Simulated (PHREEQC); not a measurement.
Model water analysis in mg/L, 20 °C, pH 6.24, pe 10.6:

```json
[
 {"constituent": "Na", "mg/L": "0.73"},
 {"constituent": "K", "mg/L": "0.0166"},
 {"constituent": "Ca", "mg/L": "1.51"},
 {"constituent": "Mg", "mg/L": "1.11"},
 {"constituent": "Cl", "mg/L": "3.57"},
 {"constituent": "S(6) as SO4", "mg/L": "0.36"},
 {"constituent": "Alkalinity as HCO3", "mg/L": "5.79"},
 {"constituent": "Ba", "mg/L": "0.183"},
 {"constituent": "N(5) as NO3", "mg/L": "0.0424"},
 {"constituent": "Br", "mg/L": "0.00621"},
 {"constituent": "Si as SiO2", "mg/L": "0.0113"}
]
```

Valence states are taken as typed.

Computed with PHREEQC (ion-association model, phreeqc.dat).

* **ionic strength**: 0.000291 mol/kgw
* **charge-balance error**: -0.6 %

```
species  molality  activity   log γ
-------  --------  --------  ------
CO2      0.000130  0.000130   0.000
Cl-      0.000101   9.88e-5  -0.008
HCO3-     9.54e-5   9.35e-5  -0.008
Mg+2      4.56e-5   4.22e-5  -0.033
Ca+2      3.76e-5   3.48e-5  -0.034
Na+       3.17e-5   3.11e-5  -0.008
SO4-2     3.70e-6   3.42e-6  -0.034
Ba+2      1.33e-6   1.23e-6  -0.034
NO3-      6.84e-7   6.71e-7  -0.008
H+        5.86e-7   5.75e-7  -0.008
```

Precipitation was switched off in this run.
